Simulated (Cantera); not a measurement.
A perfectly stirred reactor is fed with 6.70 % CH₄, 6.70 % H₂, 18.2 % O₂, 68.4 % N₂, at 338 Torr; it is adiabatic with a 500 K inlet, and is followed from long to short residence time, starting on the burning branch (τ in s: 0.037, 0.022, 0.013, 0.0073, 0.0042, 0.0025, 0.0014, 0.00083, 0.00048, 0.00028, 0.00016, 9.4e-05, 5.5e-05).

Computed with Cantera and GRI-Mech 3.0 (53 species, 325 reactions).

x: mole fraction; the columns are a selection and need not sum to one.

```json
[
 {"τ (s)": "0.037", "T (K)": "2236", "x CH₄": "[?]", "x H₂": "0.00622", "x O₂": "0.0205", "x CH₃": "2.92e-6", "x C₂H₂": "4.55e-10", "x NO₂": "1.61e-7"},
 {"τ (s)": "0.022", "T (K)": "2212", "x CH₄": "[?]", "x H₂": "0.00722", "x O₂": "0.0216", "x CH₃": "4.16e-6", "x C₂H₂": "7.75e-10", "x NO₂": "9.87e-8"},
 {"τ (s)": "0.013", "T (K)": "2180", "x CH₄": "[?]", "x H₂": "0.00851", "x O₂": "0.0229", "x CH₃": "5.82e-6", "x C₂H₂": "1.24e-9", "x NO₂": "5.70e-8"},
 {"τ (s)": "0.0073", "T (K)": "2137", "x CH₄": "[?]", "x H₂": "0.0102", "x O₂": "0.0245", "x CH₃": "8.30e-6", "x C₂H₂": "2.01e-9", "x NO₂": "3.03e-8"},
 {"τ (s)": "0.0042", "T (K)": "2088", "x CH₄": "[?]", "x H₂": "0.0120", "x O₂": "0.0263", "x CH₃": "1.17e-5", "x C₂H₂": "3.22e-9", "x NO₂": "1.67e-8"},
 {"τ (s)": "0.0025", "T (K)": "2038", "x CH₄": "[?]", "x H₂": "0.0138", "x O₂": "0.0280", "x CH₃": "1.63e-5", "x C₂H₂": "5.23e-9", "x NO₂": "9.86e-9"},
 {"τ (s)": "0.0014", "T (K)": "1977", "x CH₄": "[?]", "x H₂": "0.0158", "x O₂": "0.0300", "x CH₃": "2.40e-5", "x C₂H₂": "9.62e-9", "x NO₂": "5.84e-9"},
 {"τ (s)": "0.00083", "T (K)": "1920", "x CH₄": "[?]", "x H₂": "0.0175", "x O₂": "0.0319", "x CH₃": "3.49e-5", "x C₂H₂": "1.80e-8", "x NO₂": "3.83e-9"},
 {"τ (s)": "0.00048", "T (K)": "1860", "x CH₄": "[?]", "x H₂": "0.0192", "x O₂": "0.0342", "x CH₃": "5.31e-5", "x C₂H₂": "3.79e-8", "x NO₂": "2.55e-9"},
 {"τ (s)": "0.00028", "T (K)": "1800", "x CH₄": "[?]", "x H₂": "0.0207", "x O₂": "0.0369", "x CH₃": "8.31e-5", "x C₂H₂": "8.74e-8", "x NO₂": "1.72e-9"},
 {"τ (s)": "0.00016", "T (K)": "1739", "x CH₄": "[?]", "x H₂": "0.0225", "x O₂": "0.0408", "x CH₃": "0.000140", "x C₂H₂": "2.40e-7", "x NO₂": "1.12e-9"},
 {"τ (s)": "9.4e-5", "T (K)": "1678", "x CH₄": "[?]", "x H₂": "0.0250", "x O₂": "0.0468", "x CH₃": "0.000252", "x C₂H₂": "7.82e-7", "x NO₂": "7.11e-10"},
 {"τ (s)": "5.5e-5", "T (K)": "1571", "x CH₄": "[?]", "x H₂": "0.0351", "x O₂": "0.0646", "x CH₃": "0.000729", "x C₂H₂": "7.19e-6", "x NO₂": "3.79e-10"}
]
```

Problem. Complete the blanks.

Solution. 
- 0.037, x CH₄: 5.97e-6
- 0.022, x CH₄: 8.82e-6
- 0.013, x CH₄: 1.29e-5
- 0.0073, x CH₄: 1.96e-5
- 0.0042, x CH₄: 2.95e-5
- 0.0025, x CH₄: 4.43e-5
- 0.0014, x CH₄: 7.15e-5
- 0.00083, x CH₄: 0.000114
- 0.00048, x CH₄: 0.000191
- 0.00028, x CH₄: 0.000333
- 0.00016, x CH₄: 0.000630
- 9.4e-5, x CH₄: 0.00127
- 5.5e-5, x CH₄: 0.00443
